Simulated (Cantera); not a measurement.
Cantera run:

```python
import numpy as np
import cantera as ct

gas_names = [...]  # 113 gases of nasa_gas.yaml made of C, Cu, H, O
cond_names = """
    C(gr) C6H6(L) C7H8(L) C8H18(L),n-octa Cu(cr) Cu(L) CuO(s) CuO2H2(s) Cu2O(s) Cu2O(L) H2O(s) H2O(L)
""".split()


# ... load() reads the species with a 1 bar reference pressure and builds the phases ...
atoms = {
    'CuO': {'Cu': 1, 'O': 1},
    'CH4': {'C': 1, 'H': 4},
    'CO': {'C': 1, 'O': 1},
}
top_T = {'C(gr)': 4500, 'CuO(s)': 1390}  # K; cautious upper limits of use, not melting points


# ... equilibrate(T, P, feed) seeds the gas with the atoms and calls Mixture.equilibrate('TP', solver="vcs", rtol=1e-11, max_steps=5000) ...
results = []
feed = {'CuO': 1, 'CH4': 5.1, 'CO': 0.81}  # mol
P = 10000  # Pa
for T in [973, 1123, 1273, 1423, 1573, 1723, 1873, 2023, 2173, 2323, 2473, 2623]:
    mix = equilibrate(T, P, feed)
    results.append((T, P, feed, dict(zip(mix.species_names, mix.species_moles))))

top = {s: max(r[3][s] / sum(r[3][g] for g in gas_names) for r in results) for s in gas_names}
cols = sorted((s for s in top if top[s] > 0.0001), key=lambda s: -top[s])[:6]
seen = [c for c in cond_names if any(r[3].get(c, 0) > 1e-12 for r in results)]
print("log10 of partial pressures in bar; condensed amounts in mol")
print(f"{'T/K':>10s}" + "".join(f"{s[:9]:>10s}" for s in cols + seen))
for T, P, feed, n in results:
    ng = sum(n[g] for g in gas_names)
    print(f"{T:10.4g}" + "".join(f"{np.log10(max(n[s] / ng * P / 1e5, 1e-99)):10.3f}" for s in cols)
          + "".join(f"{n.get(c, 0):10.4g}" for c in seen))
```

Result:

```
log10 of partial pressures in bar; condensed amounts in mol
       T/K        H2        CO         H        Cu C2H2,acet       CH4     C(gr)    Cu(cr)     Cu(L)
       973    -1.076    -1.848    -9.504   -11.290   -10.345    -3.043     4.105         1         0
      1123    -1.072    -1.824    -7.907    -8.902    -8.730    -3.677     4.086         1         0
      1273    -1.071    -1.822    -6.683    -7.084    -7.501    -4.170     4.094         1         0
      1423    -1.071    -1.822    -5.713    -5.679    -6.535    -4.561     4.097         0    0.9997
      1573    -1.071    -1.822    -4.926    -4.577    -5.756    -4.879     4.098         0    0.9968
      1723    -1.072    -1.823    -4.275    -3.671    -5.116    -5.142     4.097         0    0.9742
      1873    -1.077    -1.828    -3.729    -2.915    -4.583    -5.370     4.093         0    0.8511
      2023    -1.098    -1.847    -3.270    -2.274    -4.147    -5.594     4.081         0    0.3172
      2173    -1.113    -1.859    -2.873    -2.120    -3.769    -5.781     4.055         0         0
      2323    -1.123    -1.863    -2.524    -2.122    -3.438    -5.934     4.003         0         0
      2473    -1.141    -1.870    -2.222    -2.128    -3.156    -6.086      3.91         0         0
      2623    -1.171    -1.881    -1.961    -2.139    -2.923    -6.248     3.759         0         0
```

Equilibrium computed with Cantera from the NASA thermochemical tables; the gas is ideal and each condensed phase is pure.
